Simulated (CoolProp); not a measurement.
A closed Brayton cycle with dry air: compressor inlet 319.15 K and 3.1 MPa, high pressure 5.95 MPa, turbine inlet 770 K, compressor efficiency 0.85, turbine efficiency 0.93, recuperator effectiveness 0.8 (on enthalpy, no pinch check). Each further row changes one setting.

The numbers come from the reference Helmholtz-energy equation of state, Lemmon 2000 in CoolProp. It is a pseudo-pure fit of the blend.

```json
[
 {"case": "as stated", "thermal efficiency (%)": "___", "net work (kJ/kg)": "47.3", "compressor to turbine work": "0.62", "compressor exit (K)": "396.5", "turbine exit (K)": "655.5"},
 {"case": "turbine inlet 720 K", "thermal efficiency (%)": "___", "net work (kJ/kg)": "39.1", "compressor to turbine work": "___", "compressor exit (K)": "396.5", "turbine exit (K)": "611.8"},
 {"case": "compressor inlet 329.15 K", "thermal efficiency (%)": "25.0", "net work (kJ/kg)": "44.8", "compressor to turbine work": "0.64", "compressor exit (K)": "___", "turbine exit (K)": "655.5"},
 {"case": "high pressure 5.06 MPa", "thermal efficiency (%)": "___", "net work (kJ/kg)": "___", "compressor to turbine work": "0.59", "compressor exit (K)": "___", "turbine exit (K)": "682.4"},
 {"case": "recuperator effectiveness 0.5", "thermal efficiency (%)": "17.9", "net work (kJ/kg)": "47.3", "compressor to turbine work": "0.62", "compressor exit (K)": "396.5", "turbine exit (K)": "655.5"}
]
```

**Question.** What belongs in the gaps?

**Answer.** 
- as stated, thermal efficiency (%): 26.0
- turbine inlet 720 K, thermal efficiency (%): 23.8
- turbine inlet 720 K, compressor to turbine work: 0.67
- compressor inlet 329.15 K, compressor exit (K): 408.8
- high pressure 5.06 MPa, thermal efficiency (%): 24.0
- high pressure 5.06 MPa, net work (kJ/kg): 39.0
- high pressure 5.06 MPa, compressor exit (K): 375.9
